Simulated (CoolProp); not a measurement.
Cyclohexane at 298.15 K and 0.189 MPa is throttled through a valve to 0.0332 MPa with no heat exchange. Each further row changes one setting.

Computed with CoolProp (reference Helmholtz-energy equation of state, Zhou 2014).

| case | temperature change (K) | final phase | final density (kg/m³) |
|---|---|---|---|
| as stated | +0.1 | liquid | 774 |
| outlet pressure 0.00996 MPa | -5.8 | two-phase, vapour fraction 0.027 | 12.5 |
| outlet pressure 0.0432 MPa | +0.1 | liquid | 774 |
